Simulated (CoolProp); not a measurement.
Fluoroethane (R161) along the isotherm 270.4 K: fugacity coefficient from the reference equation and from simpler models built on Tc = 375.2 K, pc = 5.010 MPa, ω = 0.216; each cubic takes its own stable root.

Values from CoolProp's reference Helmholtz-energy equation of state, Wu 2012.

```json
[
 {"p (MPa)": "0.00792", "phase": "gas", "reference": "0.9983", "van der Waals": "0.9990", "Peng-Robinson": "0.9985"},
 {"p (MPa)": "0.0163", "phase": "gas", "reference": "0.9966", "van der Waals": "0.9979", "Peng-Robinson": "0.9969"},
 {"p (MPa)": "0.0334", "phase": "gas", "reference": "0.9930", "van der Waals": "0.9957", "Peng-Robinson": "0.9936"},
 {"p (MPa)": "0.0686", "phase": "gas", "reference": "0.9857", "van der Waals": "0.9913", "Peng-Robinson": "0.9868"},
 {"p (MPa)": "0.141", "phase": "gas", "reference": "0.9706", "van der Waals": "0.9820", "Peng-Robinson": "0.9729"},
 {"p (MPa)": "0.289", "phase": "gas", "reference": "0.9396", "van der Waals": "0.9632", "Peng-Robinson": "0.9446"},
 {"p (MPa)": "0.594", "phase": "liquid", "reference": "0.6183", "van der Waals": "0.9243", "Peng-Robinson": "0.6210"},
 {"p (MPa)": "1.22", "phase": "liquid", "reference": "0.3064", "van der Waals": "0.8133", "Peng-Robinson": "0.3079"},
 {"p (MPa)": "2.5", "phase": "liquid", "reference": "0.1549", "van der Waals": "0.4226", "Peng-Robinson": "0.1559"}
]
```

At some of these states van der Waals gives the other phase, because its saturation line lies elsewhere.
